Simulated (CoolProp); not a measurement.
Properties of diethyl ether along the isobar 152 bar.

The numbers come from the reference Helmholtz-energy equation of state, Thol 2014 in CoolProp.

```
T (°C)          phase  density (kg/m³)  cp (kJ/(kg K))  expansivity (1/kK)  fugacity coefficient
------  -------------  ---------------  --------------  ------------------  --------------------
36.45          liquid            715.1           2.319               1.435               0.01265
66.25          liquid            683.7           2.410               1.577               0.03009
96.05          liquid            650.7           2.506               1.749               0.05975
125.85         liquid            615.8           2.606               1.962                0.1034
155.65         liquid            578.6           2.709               2.228                0.1609
185.45         liquid            538.9           2.815               2.563                0.2301
215.25  supercritical            496.3           2.922               2.979                0.3073
245.05  supercritical            450.9           3.024               3.459                0.3884
274.85  supercritical            403.9           3.104               3.905                0.4689
```
